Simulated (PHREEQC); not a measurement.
Brine with polishing slurry liquid

Solution A (0.011 mol HCl, 6.6e-05 mol FeCl2 and 0.0033 mol NaCl per kg of water) is mixed with solution B (0.0068 mol H2SO4, 0.00073 mol K2SO4 and 0.028 mol CuSO4 per kg of water) at 8.5 °C; shares are by mass of water, 1 kg in all. No oxygen is let in. CO2 from the air is kept out. Only these solids could form: Cu(OH)2, Brochantite, Antlerite, Atacamite, Halite, Mirabilite, Melanterite, Chalcanthite.

Model: ion-association model, wateq4f.dat, run in PHREEQC.

| share of solution B | pH | Fe+2 (mol/kgw) | Cu+2 (mol/kgw) |
|---|---|---|---|
| 0 | 2.00 | 6.52e-5 | 0 |
| 0.1 | 2.04 | 5.33e-5 | 0.00245 |
| 0.2 | 2.06 | 4.46e-5 | 0.00452 |
| 0.3 | 2.08 | 3.72e-5 | 0.00640 |
| 0.4 | 2.10 | 3.08e-5 | 0.00816 |
| 0.5 | 2.11 | 2.49e-5 | 0.00982 |
| 0.6 | 2.12 | 1.94e-5 | 0.0114 |
| 0.7 | 2.13 | 1.42e-5 | 0.0129 |
| 0.8 | 2.13 | 9.30e-6 | 0.0144 |
| 0.9 | 2.14 | 4.57e-6 | 0.0159 |
| 1 | 2.14 | 0 | 0.0173 |

Away from 25 °C the constants follow the database's enthalpies or fits; those with neither stay at their 25 °C values.
